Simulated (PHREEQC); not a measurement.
A solution holds 0.034 mol HBr, 0.00048 mol CaCl2 and 5.7e-05 mol MgCl2 per kg of water, at 20 °C. Closed to the air; pH follows from the charge balance.

Model: ion-association model, wateq4f.dat, run in PHREEQC.

| quantity | before | after |
|---|---|---|
| pH | 1.53 | 2.49 |
| SI of Portlandite (Ca(OH)2) | -23.73 | -22.63 |

Question: Name the change that produced these shifts.
(A) diluted 10-fold with water
(B) MgCl2 replaced by BaCl2 at the same molality
(C) MgCl2 left out
(D) MgCl2 from 5.7e-05 to 8.55e-05 mol/kgw

Answer: A, diluted 10-fold with water

No solid was allowed to form.
